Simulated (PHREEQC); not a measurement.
## Nickel, zinc or cadmium bath: an equilibrium model

Consider water at 25 °C with 0.067 mol NiCl2, 5.4e-05 mol NaOH and 0.00023 mol HCl per kg of water. Closed to the air; pH follows from the charge balance.

Equilibrium calculation in PHREEQC: ion-association model, wateq4f.dat.

No solid was allowed to form.

Problem. Estimate the pH, ionic strength.

Solution. pH 3.85; ionic strength 0.186 mol/kgw.

Problem. In which forms is Ni present?

Solution. Ni+2 89 %, NiCl+ 8.5 %, NiCl2 2.0 % of the Ni.

Species that the database lacks are ignored.
